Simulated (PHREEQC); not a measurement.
Dissolve 0.0016 mol/kgw NaOH, 0.0014 mol/kgw H3BO3 and 0.078 mol/kgw K3PO4 at 25 °C. Closed to the air; pH follows from the charge balance.

The numbers come from PHREEQC with the ion-association model, phreeqc.dat.

Precipitation was switched off in this run.

Estimate the pH, activity of water.

pH 12.01; activity of water 0.994.

In which forms is P present?

PO4-3 80 %, HPO4-2 18 %, KHPO4- 1.8 % of the P.

Complexes and solids missing from the database can't appear.
